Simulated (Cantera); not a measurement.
Input: 1 mol Fe2O3, 9.2 mol O2, 0.93 mol N2, 0.16 mol SO2, held at 1.00 bar.

These are equilibrium values from Cantera (NASA tables, ideal gas, pure condensed phases), not measurements of a reactor. Candidate condensed phases: Fe, FeO, FeS, FeSO4, FeS2, Fe2O3, Fe2(SO4)3, Fe3O4, S; 19 gas species. Equilibrium is a limit: real reactors are often held back by kinetics, nucleation or transport.

x: gas mole fraction; n: condensed amount in mol.

| T (K) | x O2 | x N2 | x SO2 | x SO3 | n Fe2O3(s) | n Fe2(SO4)3(s) | n Fe3O4(s) |
|---|---|---|---|---|---|---|---|
| 623 | 0.907 | 0.0925 | 1.74e-10 | 3.86e-7 | 0.947 | 0.0533 | 0 |
| 773 | 0.907 | 0.0925 | 8.03e-6 | 0.000442 | 0.948 | 0.0518 | 0 |
| 923 | 0.893 | 0.0910 | … | … | 1.00 | 0 | 0 |
| 1073 | 0.894 | 0.0907 | 0.00882 | 0.00678 | 1.00 | 0 | 0 |
| 1223 | 0.894 | 0.0904 | 0.0129 | 0.00262 | 1.00 | 0 | 0 |
| 1373 | 0.894 | 0.0902 | 0.0145 | 0.00104 | 1.00 | 0 | 0 |
| 1523 | 0.894 | 0.0899 | 0.0151 | … | 1.00 | 0 | 0 |
| 1673 | 0.893 | 0.0895 | 0.0153 | 0.000246 | 1.00 | 0 | 0 |
| 1823 | 0.894 | 0.0874 | 0.0152 | 0.000139 | 0 | 0 | 0.667 |

**Question.** Fill in the missing entries.

**Answer.** 
- 923, x SO2: 0.00282
- 923, x SO3: 0.0128
- 1523, x SO3: 0.000475
